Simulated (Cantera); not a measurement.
An adiabatic, constant-volume homogeneous reactor starts with CH4 : H2 : O2 : N2 = 1 : 0.039 : 0.841 : 3.16 (molar parts), at 1075 K and 5.00 bar. Integrator tolerance rtol = 1e-08.

Computed with Cantera and GRI-Mech 3.0 (53 species, 325 reactions).

**Question.** What does this change do: H2 0.039 to 0.02 parts?

**Answer.** 
| quantity | before | after |
|---|---|---|
| time of steepest temperature rise | 32.0 ms | 47.8 ms |
| temperature at 0.200 s | 2250 K | 2253 K |
| equilibrium temperature | 2250 K | 2253 K |
| x(CH4) at 0.200 s | 3.09e-8 (gas-phase equilibrium 3.48e-8) | 2.97e-8 (gas-phase equilibrium 3.34e-8) |
| x(H2) at 0.200 s | 0.230 (gas-phase equilibrium 0.230) | 0.228 (gas-phase equilibrium 0.228) |
| x(O2) at 0.200 s | 3.45e-8 (gas-phase equilibrium 3.45e-8) | 3.65e-8 (gas-phase equilibrium 3.65e-8) |
| x(HCO) at 0.200 s | 4.12e-7 (gas-phase equilibrium 4.12e-7) | 4.16e-7 (gas-phase equilibrium 4.16e-7) |
| x(N2O) at 0.200 s | 7.47e-10 (gas-phase equilibrium 7.41e-10) | 7.78e-10 (gas-phase equilibrium 7.70e-10) |
| x(O) at 0.200 s | 1.92e-7 (gas-phase equilibrium 1.92e-7) | 2.02e-7 (gas-phase equilibrium 2.02e-7) |
| x(NO) at 0.200 s | 4.75e-6 (gas-phase equilibrium 4.62e-6) | 4.94e-6 (gas-phase equilibrium 4.79e-6) |

**Question.** What does this change do: pressure from 5.00 bar to 0.970 bar?

**Answer.** 
```tsv
quantity	before	after
time of steepest temperature rise	32.0 ms	not reached
temperature at 0.200 s	2250 K	1112 K
equilibrium temperature	2250 K	2241 K
x(CH4) at 0.200 s	3.09e-8 (gas-phase equilibrium 3.48e-8)	0.193 (gas-phase equilibrium 1.35e-9)
x(H2) at 0.200 s	0.230 (gas-phase equilibrium 0.230)	0.00838 (gas-phase equilibrium 0.229)
x(O2) at 0.200 s	3.45e-8 (gas-phase equilibrium 3.45e-8)	0.163 (gas-phase equilibrium 1.60e-7)
x(HCO) at 0.200 s	4.12e-7 (gas-phase equilibrium 4.12e-7)	2.04e-9 (gas-phase equilibrium 1.75e-7)
x(N2O) at 0.200 s	7.47e-10 (gas-phase equilibrium 7.41e-10)	6.61e-10 (gas-phase equilibrium 6.87e-10)
x(O) at 0.200 s	1.92e-7 (gas-phase equilibrium 1.92e-7)	7.12e-9 (gas-phase equilibrium 8.91e-7)
x(NO) at 0.200 s	4.75e-6 (gas-phase equilibrium 4.62e-6)	<1e-12 (gas-phase equilibrium 9.74e-6)
```
